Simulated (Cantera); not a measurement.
A freely propagating, adiabatic, planar premixed flame of 5.56 % C3H8, 19.9 % O2, 74.6 % N2, unburnt at 323 K and 0.610 bar; mixture-averaged transport, grid criteria slope 0.08 and curve 0.16, no radiation.

Detailed kinetics in Cantera: GRI-Mech 3.0 (53 species, 325 reactions). GRI-Mech 3.0 was tuned for natural gas; its chemistry of propane as a main component is partial and can be far from experiment. Burning velocities carry a grid error of a few per cent, more on coarse grids.

x: mole fraction of selected species; z is measured from the peak of heat release.

```
z (mm)  T (K)  u (m/s)    x C3H8      x O2    x C2H      x OH  x CH4       x H
------  -----  -------  --------  --------  -------  --------  -----  --------
-1.85     323    0.414    0.0556     0.198    <1e-8     <1e-8      ?     <1e-8
-1.24     325    0.418    0.0553     0.197    <1e-8     <1e-8      ?     <1e-8
-0.927    334    0.432    0.0550     0.195    <1e-8     <1e-8      ?     <1e-8
-0.618    419    0.550    0.0537     0.186    <1e-8   2.09e-7      ?   1.17e-8
-0.309    889     1.22    0.0381     0.138    <1e-8   7.93e-6      ?   2.82e-5
-0.155   1301     1.86    0.0138    0.0908  3.42e-8  0.000118      ?  0.000436
0        1674     2.46  0.000471    0.0431  1.95e-6  0.000810      ?   0.00301
0.155    1866     2.76   6.41e-7    0.0161  4.54e-6   0.00185      ?   0.00645
0.309    1933     2.85     <1e-8   0.00560  2.13e-6   0.00243      ?   0.00845
0.618    1964     2.89     <1e-8  0.001000  1.98e-7   0.00256      ?   0.00932
1.24     1979     2.90     <1e-8  0.000376    <1e-8   0.00234      ?   0.00862
2.47     1996     2.92     <1e-8  0.000256    <1e-8   0.00200  <1e-8   0.00720
4.95     2015     2.94     <1e-8  0.000149    <1e-8   0.00156  <1e-8   0.00540
```

Problem. Some entries are withheld; supply them.

Solution. 
- -1.85, x CH4: 6.01e-7
- -1.24, x CH4: 9.24e-6
- -0.927, x CH4: 5.48e-5
- -0.618, x CH4: 0.000451
- -0.309, x CH4: 0.00280
- -0.155, x CH4: 0.00460
- 0, x CH4: 0.00336
- 0.155, x CH4: 0.000873
- 0.309, x CH4: 0.000158
- 0.618, x CH4: 6.53e-6
- 1.24, x CH4: 6.28e-8
